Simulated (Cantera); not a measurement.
Cantera run:

```python
import numpy as np
import cantera as ct

gas_names = """
    B BH BH2 BH3 BN BO BO2 B2 B2O B2O2 B2O3 B3O3H3 H HBO HBO2 HNO HNO2 HNO3 HO2 H2 H2O H2O2 H3B3O6 N NH
    NH2 NH3 NH2OH NO NO2 NO3 N2 N2H2 N2H4 N2O O OH O2 O3
""".split()
cond_names = """
    B(b) B(L) BN(s) B2O3(L) B3O3H3(cr) H2O(s) H2O(L)
""".split()


# ... load() reads the species with a 1 bar reference pressure and builds the phases ...
atoms = {
    'B2O3': {'B': 2, 'O': 3},
    'H2': {'H': 2},
    'N2': {'N': 2},
}
top_T = {'BN(s)': 3200}  # K; cautious upper limits of use, not melting points


# ... equilibrate(T, P, feed) seeds the gas with the atoms and calls Mixture.equilibrate('TP', solver="vcs", rtol=1e-11, max_steps=5000) ...
results = []
feed = {'B2O3': 1, 'H2': 84, 'N2': 9.7}  # mol
P = 11  # Pa
for T in [1773, 1823, 1873, 1923, 1973, 2023, 2073, 2123, 2173, 2223, 2273, 2323, 2373, 2423]:
    mix = equilibrate(T, P, feed)
    results.append((T, P, feed, dict(zip(mix.species_names, mix.species_moles))))

top = {s: max(r[3][s] / sum(r[3][g] for g in gas_names) for r in results) for s in gas_names}
cols = sorted((s for s in top if top[s] > 1e-05), key=lambda s: -top[s])[:8]
seen = [c for c in cond_names if any(r[3].get(c, 0) > 1e-12 for r in results)]
print("log10 of partial pressures in bar; condensed amounts in mol")
print(f"{'T/K':>10s}" + "".join(f"{s[:9]:>10s}" for s in cols + seen))
for T, P, feed, n in results:
    ng = sum(n[g] for g in gas_names)
    print(f"{T:10.4g}" + "".join(f"{np.log10(max(n[s] / ng * P / 1e5, 1e-99)):10.3f}" for s in cols)
          + "".join(f"{n.get(c, 0):10.4g}" for c in seen))
```

Result:

```
log10 of partial pressures in bar; condensed amounts in mol
       T/K        H2         H        N2        BO      HBO2       HBO       H2O         O
      1773    -4.028    -5.560    -4.954    -6.400    -6.127    -6.132    -6.664   -11.044
      1823    -4.034    -5.380    -4.958    -6.268    -6.145    -6.162    -6.565   -10.529
      1873    -4.043    -5.212    -4.962    -6.156    -6.174    -6.204    -6.473   -10.040
      1923    -4.056    -5.054    -4.968    -6.062    -6.216    -6.259    -6.389    -9.577
      1973    -4.074    -4.907    -4.976    -5.986    -6.273    -6.326    -6.317    -9.139
      2023    -4.097    -4.770    -4.986    -5.926    -6.347    -6.405    -6.260    -8.727
      2073    -4.127    -4.644    -4.999    -5.881    -6.439    -6.497    -6.219    -8.340
      2123    -4.167    -4.529    -5.014    -5.851    -6.551    -6.602    -6.196    -7.976
      2173    -4.218    -4.425    -5.033    -5.833    -6.681    -6.720    -6.194    -7.637
      2223    -4.281    -4.334    -5.055    -5.826    -6.833    -6.850    -6.217    -7.322
      2273    -4.360    -4.255    -5.079    -5.827    -7.010    -6.990    -6.272    -7.036
      2323    -4.454    -4.190    -5.105    -5.835    -7.220    -7.141    -6.369    -6.788
      2373    -4.563    -4.137    -5.130    -5.846    -7.472    -7.299    -6.519    -6.588
      2423    -4.688    -4.095    -5.153    -5.859    -7.773    -7.461    -6.729    -6.443
```

These are equilibrium values from Cantera (NASA tables, ideal gas, pure condensed phases), not measurements of a reactor.
